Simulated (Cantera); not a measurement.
Mixture: CO : H2 : CH4 : O2 : N2 = 1 : 0.84 : 0.13 : 1.07 : 4.03 (molar parts), at 12000 Torr, adiabatic and at constant pressure. Ignition delay is the time to a rise of 400 K.

Cantera simulation using GRI-Mech 3.0 (53 species, 325 reactions); the numbers are that mechanism's predictions, not measurements. The pressure lies above the range GRI-Mech 3.0 was tuned for (to about 10 atm).

**Question.** Predict: delay at 1275 K; delay at 1375 K; delay at 1475 K; delay at 1575 K; delay at 1675 K; delay at 1775 K; delay at 1875 K; apparent activation energy between 1675 and 1875 K.

**Answer.** 
```
Property                                               Result
--------------------------------------------------  ---------
delay at 1275 K                                       18.4 µs
delay at 1375 K                                       5.65 µs
delay at 1475 K                                       2.65 µs
delay at 1575 K                                       1.58 µs
delay at 1675 K                                       1.07 µs
delay at 1775 K                                      0.789 µs
delay at 1875 K                                      0.612 µs
apparent activation energy between 1675 and 1875 K  73 kJ/mol
```
